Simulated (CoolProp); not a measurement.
Vapour-liquid equilibrium of methanol (1) + ethanol (2) at 352.9 K; x and y are mole fractions of (1).

Model: multi-fluid Helmholtz-energy mixture model, de Reuck 1993 and Schroeder 2014; pair parameters Bell 2016, in CoolProp.

```csv
x,bubble pressure (MPa),y at the bubble point,dew pressure at overall composition x (MPa),liquid density (mol/L)
0.05,?,0.081,0.1091,16.21
0.2,?,0.289,0.1164,?
0.35,0.1314,0.463,0.1246,17.92
0.5,0.1417,0.615,0.1338,?
0.65,0.1523,?,0.1443,?
0.8,0.1636,0.868,0.1568,21.13
0.95,0.1754,?,?,22.41
```

Task: Fill in the missing entries.

Result: 
- 0.05, bubble pressure (MPa): 0.1105
- 0.2, bubble pressure (MPa): 0.1212
- 0.2, liquid density (mol/L): 17.03
- 0.5, liquid density (mol/L): 18.90
- 0.65, y at the bubble point: 0.750
- 0.65, liquid density (mol/L): 19.96
- 0.95, y at the bubble point: 0.970
- 0.95, dew pressure at overall composition x (MPa): 0.1729

No azeotrope shows between x = 0.05 and 0.95.

Pair parameters are fitted to limited data, so mixtures are less certain than the pure fluids.
